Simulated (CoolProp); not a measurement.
Vapour-liquid equilibrium of benzene (1) + dimethyl carbonate (2) at 105.35 °C; x and y are mole fractions of (1).

Computed with CoolProp (multi-fluid Helmholtz-energy mixture model, Thol 2012 and Zhou 2011; pair parameters Bell 2016).

```csv
x,"bubble pressure, mixture model (MPa)","bubble pressure, Raoult's law (MPa)","y, mixture model","y, Raoult's law"
0.05,0.1665,0.1633,0.080,0.064
0.2,0.1804,0.1703,0.275,0.244
0.35,0.1910,0.1773,0.429,0.410
0.5,0.1988,0.1843,0.561,0.564
0.65,0.2043,0.1914,0.685,0.706
0.8,0.2075,0.1984,0.811,0.838
0.95,0.2082,0.2054,0.949,0.961
```

The largest gap from Raoult's law is +7.9 % in bubble pressure, at x = 0.5. y crosses x between x = 0.8 and 0.95: the model has an azeotrope there.

Pair parameters are fitted to limited data, so mixtures are less certain than the pure fluids.
